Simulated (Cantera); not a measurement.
Cantera run:

```python
import numpy as np
import cantera as ct

gas_names = """
    Cu CuO Cu2 H HO2 H2 H2O H2O2 O OH O2 O3
""".split()
cond_names = """
    Cu(cr) Cu(L) CuO(s) CuO2H2(s) Cu2O(s) Cu2O(L) H2O(s) H2O(L)
""".split()


# ... load() reads the species with a 1 bar reference pressure and builds the phases ...
atoms = {
    'CuO': {'Cu': 1, 'O': 1},
    'H2': {'H': 2},
}
top_T = {'CuO(s)': 1390}  # K; cautious upper limits of use, not melting points


# ... equilibrate(T, P, feed) seeds the gas with the atoms and calls Mixture.equilibrate('TP', solver="vcs", rtol=1e-11, max_steps=5000) ...
results = []
P = 3400  # Pa
for T in [1175, 1250, 1325, 1400, 1475, 1550, 1625, 1700, 1775]:
    for m in [160, 490, 810, 1100, 1500, 1800, 2100]:
        feed = {'CuO': 1, 'H2': m}  # mol
        mix = equilibrate(T, P, feed)
        results.append((T, P, feed, dict(zip(mix.species_names, mix.species_moles))))

for T, P, feed, n in results:
    print(f"{T:7g} {feed['H2']:10.4g}  " + (" + ".join(c for c in cond_names if n.get(c, 0) > 1e-12) or "gas only"))
```

Result:

```
   1175        160  Cu(cr)
   1175        490  Cu(cr)
   1175        810  Cu(cr)
   1175       1100  Cu(cr)
   1175       1500  Cu(cr)
   1175       1800  Cu(cr)
   1175       2100  Cu(cr)
   1250        160  Cu(cr)
   1250        490  Cu(cr)
   1250        810  Cu(cr)
   1250       1100  Cu(cr)
   1250       1500  Cu(cr)
   1250       1800  Cu(cr)
   1250       2100  Cu(cr)
   1325        160  Cu(cr)
   1325        490  Cu(cr)
   1325        810  Cu(cr)
   1325       1100  Cu(cr)
   1325       1500  Cu(cr)
   1325       1800  Cu(cr)
   1325       2100  Cu(cr)
   1400        160  Cu(L)
   1400        490  Cu(L)
   1400        810  Cu(L)
   1400       1100  Cu(L)
   1400       1500  Cu(L)
   1400       1800  Cu(L)
   1400       2100  Cu(L)
   1475        160  Cu(L)
   1475        490  Cu(L)
   1475        810  Cu(L)
   1475       1100  Cu(L)
   1475       1500  Cu(L)
   1475       1800  Cu(L)
   1475       2100  Cu(L)
   1550        160  Cu(L)
   1550        490  Cu(L)
   1550        810  Cu(L)
   1550       1100  Cu(L)
   1550       1500  Cu(L)
   1550       1800  Cu(L)
   1550       2100  gas only
   1625        160  Cu(L)
   1625        490  Cu(L)
   1625        810  gas only
   1625       1100  gas only
   1625       1500  gas only
   1625       1800  gas only
   1625       2100  gas only
   1700        160  Cu(L)
   1700        490  gas only
   1700        810  gas only
   1700       1100  gas only
   1700       1500  gas only
   1700       1800  gas only
   1700       2100  gas only
   1775        160  gas only
   1775        490  gas only
   1775        810  gas only
   1775       1100  gas only
   1775       1500  gas only
   1775       1800  gas only
   1775       2100  gas only
```

Cantera equilibrium calculation (NASA polynomials, part measured and part estimated; ideal gas, pure solids and liquids).
